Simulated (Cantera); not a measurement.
Charge: 1 mol FeS2, 26 mol H2, equilibrated at 1575 K and 0.000380 bar.

Equilibrium computed with Cantera from the NASA thermochemical tables; the gas is ideal and each condensed phase is pure. Candidate condensed phases: Fe, FeS, FeS2, S; 8 gas species. Equilibrium is a limit: real reactors are often held back by kinetics, nucleation or transport.

Base state: H2 0.953, S2 0.0306, H2S 0.00835, SH 0.00367, H 0.00208, Fe 0.00180, S 0.000837 (mole fractions); condensed: Fe(γ).

What changes in the equilibrium state with this change: H2 from 26 to 350 mol?


```
species       before     after
----------  --------  --------
H2             0.953     0.992
H            0.00208   0.00212
H2S          0.00835   0.00187
S2            0.0306   0.00142
Fe           0.00180   0.00180
S           0.000837  0.000180
SH           0.00367  0.000806
Fe(γ), mol     0.951     0.368
```
